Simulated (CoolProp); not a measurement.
Aqueous sodium chloride as a coolant, at 9 °C, 1 atm.

The numbers come from the Melinder's fits for secondary coolants in CoolProp.

| mass % | freezing point (°C) | viscosity (mPa s) | conductivity (W/(m K)) | cp (kJ/(kg K)) | density (kg/m³) |
|---|---|---|---|---|---|
| 3.1 | -1.9 | 1.40 | 0.576 | 4.016 | 1023 |
| 5.3 | -3.2 | 1.45 | 0.574 | 3.904 | 1039 |
| 7.4 | -4.7 | 1.51 | 0.573 | 3.809 | 1055 |
| 9.6 | -6.2 | 1.57 | 0.571 | 3.720 | 1071 |
| 11.7 | -7.9 | 1.64 | ___ | 3.643 | 1087 |
| 13.9 | -9.9 | 1.73 | 0.567 | 3.570 | 1104 |
| 16 | -11.9 | ___ | 0.565 | 3.507 | 1121 |
| 18.2 | ___ | 1.94 | 0.563 | 3.445 | 1138 |
| 20.3 | -16.8 | 2.06 | 0.561 | 3.390 | 1155 |
| 22.5 | -19.8 | 2.22 | 0.558 | 3.335 | 1173 |

Problem. Fill in the missing entries.

Solution. 
- 11.7, conductivity (W/(m K)): 0.569
- 16, viscosity (mPa s): 1.82
- 18.2, freezing point (°C): -14.3
